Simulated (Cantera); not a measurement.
Input: 1 mol SiCl₄, 2.8 mol N₂, 48 mol H₂, at 0.00440 bar.

These are equilibrium values from Cantera (NASA tables, ideal gas, pure condensed phases), not measurements of a reactor. Candidate condensed phases: NH₄Cl, Si, Si₃N₄; 28 gas species. Gases not in the tables: Si₂H₆ and higher silanes. Rates play no part.

**Question.** What share of the Si ends up in condensed phases as a function of T (°C), at 1250, 1300, 1350, 1400, 1450, 1500, 1550, 1600, 1650?

**Answer.** 
| T (°C) | Si condensed (%) | as |
|---|---|---|
| 1250 | 61.7 | Si₃N₄(s) |
| 1300 | 43.9 | Si₃N₄(s) |
| 1350 | 40.2 | Si(s) |
| 1400 | 38.8 | Si(s) |
| 1450 | 39.1 | Si(l) |
| 1500 | 39.7 | Si(l) |
| 1550 | 38.4 | Si(l) |
| 1600 | 34.0 | Si(l) |
| 1650 | 24.3 | Si(l) |
